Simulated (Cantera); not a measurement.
What does this Cantera script print?

```python
import numpy as np
import cantera as ct

gas_names = """
    CL CLF CLF3 CL2 F F2 H HCL HF H2 H2F2 H3F3 H4F4 H5F5 H6F6 H7F7 Si SiCL SiCL2 SiCL3 SiCL4 SiF SiF2
    SiF3 SiF4 SiH SiHCL3 SiHF3 SiH2 SiH2CL2 SiH2F2 SiH3 SiH3CL SiH3F SiH4 Si2 Si3
""".split()
cond_names = """
    Si(cr) Si(L)
""".split()


def load(file, names, dense=False):
    # The tables refer to 1 bar. Condensed volumes are neglected.
    table = {s.name: s for s in ct.Species.list_from_file(file)}
    out = []
    for n in names:
        d = dict(table[n].input_data)
        d["thermo"] = dict(d["thermo"], **{"reference-pressure": 1e5})
        if dense:
            d["equation-of-state"] = {"model": "constant-volume", "density": "1e6 g/cm^3"}
        out.append(ct.Species.from_dict(d))
    return out


gas = ct.Solution(thermo="ideal-gas", species=load("nasa_gas.yaml", gas_names))
cond = {s.name: ct.Solution(thermo="fixed-stoichiometry", species=[s], name=s.name)
        for s in load("nasa_condensed.yaml", cond_names, dense=True)}
atoms = {
    'Si': {'Si': 1},
    'Cl2': {'CL': 2},
    'HF': {'H': 1, 'F': 1},
}
top_T = {}  # K; cautious upper limits of use, not melting points


def equilibrate(T, P, feed):
    n = {}
    for name, mol in feed.items():
        for a, k in atoms[name].items():
            n[a] = n.get(a, 0.0) + k * mol
    gas.TPX = T, P, n
    mass = sum(n.values()) * gas.mean_molecular_weight
    gas.equilibrate("TP")
    valid = [c for c in cond.values() if c.min_temp <= T <= top_T.get(c.name, c.max_temp)]
    mix = ct.Mixture([(gas, mass / gas.mean_molecular_weight)] + [(c, 0.0) for c in valid])
    mix.T, mix.P = T, P
    mix.equilibrate("TP", solver="vcs", rtol=1e-11, max_steps=5000)
    return mix


results = []
feed = {'Si': 1, 'Cl2': 0.7, 'HF': 3.4}  # mol
T = 725  # K
P = 100000  # Pa
mix = equilibrate(T, P, feed)
results.append((T, P, feed, dict(zip(mix.species_names, mix.species_moles))))
print(gas.report(threshold=0.0001))
for i in range(1, mix.n_phases):
    print(f"{mix.phase(i).name:16s} {mix.phase_moles(i):12.5e} mol")
```

Result:

```
       temperature   725 K
          pressure   1e+05 Pa
           density   0.77989 kg/m^3
  mean mol. weight   47.012 kg/kmol
   phase of matter   gas

                          1 kg             1 kmol
                     ---------------   ---------------
          enthalpy       -1.0163e+07       -4.7778e+08  J
   internal energy       -1.0291e+07       -4.8381e+08  J
           entropy            5312.4        2.4975e+05  J/K
    Gibbs function       -1.4014e+07       -6.5884e+08  J
 heat capacity c_p            1105.3             51963  J/K
 heat capacity c_v            928.45             43648  J/K

                      mass frac. Y      mole frac. X     chem. pot. / RT
                     ---------------   ---------------   ---------------
               HCL           0.20014           0.25808           -40.201
                H2          0.017981           0.41931           -17.639
             SiCL4           0.17478          0.048365           -156.27
              SiF4           0.60699           0.27417           -306.22
     [  +33 minor]        0.00011376        6.8851e-05

Si(cr)            0.00000e+00 mol
```

Method: chemical equilibrium by Gibbs-energy minimisation in Cantera with the NASA 1993 tables (ideal gas, pure condensed phases).
